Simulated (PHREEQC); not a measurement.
Consider water at 20 °C with 1.7 mmol/kgw CaSO4 and 0.31 mmol/kgw NaHCO3. Closed to the air; pH follows from the charge balance.

Model: ion-association model, wateq4f.dat, run in PHREEQC.

Precipitation was switched off in this run.

### Question
Predict the pH, ionic strength.

### Answer
pH 8.10; ionic strength 0.00623 mol/kgw.

### Question
In which forms is Ca present?

### Answer
Ca+2 87 %, CaSO4 13 % of the Ca.
